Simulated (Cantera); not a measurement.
Cantera run, input and output.

```python
import numpy as np
import cantera as ct

gas = ct.Solution("gri30.yaml")
gas.TPX = 2000, 56, {'C2H4': 1, 'H2': 1.4}
reactor = ct.IdealGasConstPressureReactor(gas, energy="off", clone=False)
net = ct.ReactorNet([reactor])
net.rtol, net.atol = 1e-08, 1e-18
show = ['C2H4', 'H2', 'H', 'C2H', 'C2H2', 'CH4']
times = np.geomspace(0.0002, 70, 11)

steps = ct.SolutionArray(gas, extra=["t"])
rows = []
print(f"{'t/s':>10s}{'T/K':>9s}{'P/Pa':>11s}" + "".join(f"{s:>11s}" for s in show))
for t in times:
    while net.time < t:
        t_next = net.step()
        steps.append(gas.state, t=t_next)
    rows.append([np.interp(t, steps.t, y) for y in (steps.T, steps.P, *steps(*show).X.T)])
    print(f"{t:10.3e}{rows[-1][0]:9.1f}{rows[-1][1]:11.4g}" + "".join(f"{x:11.3e}" for x in rows[-1][2:]))
rate = np.gradient(steps.T, steps.t)
print("integrator steps:", len(steps.t))
if steps.T.max() > steps.T[0] + 200:
    print(f"time of steepest temperature rise: {steps.t[rate.argmax()]:.4e} s")
gas.TPX = 2000, 56, {'C2H4': 1, 'H2': 1.4}
gas.equilibrate("TP")
print(f"equilibrium (TP): T = {gas.T:.1f} K  " + "  ".join(f"{s} {gas[s].X[0]:.3e}" for s in show))
```

Output:

```
       t/s      T/K       P/Pa       C2H4         H2          H        C2H       C2H2        CH4
 2.000e-04   2000.0         56  4.143e-01  5.840e-01  3.344e-06  1.632e-10  1.665e-03  3.469e-10
 7.169e-04   2000.0         56  4.082e-01  5.858e-01  1.070e-05  1.976e-09  5.938e-03  7.287e-09
 2.569e-03   2000.0         56  3.869e-01  5.920e-01  3.744e-05  2.453e-08  2.090e-02  1.981e-07
 9.210e-03   2000.0         56  3.171e-01  6.124e-01  1.332e-04  2.839e-07  6.999e-02  3.122e-06
 3.301e-02   2000.0         56  1.478e-01  6.621e-01  3.531e-04  1.888e-06  1.895e-01  2.366e-05
 1.183e-01   2000.0         56  8.935e-03  7.027e-01  6.198e-04  4.741e-06  2.877e-01  5.102e-05
 4.241e-01   2000.0         56  2.320e-05  7.039e-01  2.327e-03  1.814e-05  2.937e-01  5.142e-05
 1.520e+00   2000.0         56  7.470e-06  6.989e-01  8.129e-03  6.363e-05  2.928e-01  4.511e-05
 5.449e+00   2000.0         56  2.280e-06  6.862e-01  2.310e-02  1.827e-04  2.905e-01  2.604e-05
 1.953e+01   2000.0         56  9.236e-07  6.666e-01  4.615e-02  3.711e-04  2.869e-01  3.830e-06
 7.000e+01   2000.0         56  7.074e-07  6.582e-01  5.598e-02  4.534e-04  2.854e-01  2.442e-06
integrator steps: 1378
equilibrium (TP): T = 2000.0 K  C2H4 7.043e-07  H2 6.580e-01  H 5.616e-02  C2H 4.549e-04  C2H2 2.853e-01  CH4 2.433e-06
```

Detailed kinetics in Cantera: GRI-Mech 3.0 (53 species, 325 reactions). GRI-Mech 3.0 was tuned for natural gas; its chemistry of ethylene as a main component is partial and can be far from experiment. GRI-Mech 3.0 stops at C3 and has no aromatics, soot or wall deposition, so with more carbon than oxygen in the feed, carbon stays in small species such as C2H2 where larger ones or solid carbon would form. Radical loss at walls, strong at low pressure, is not modelled.
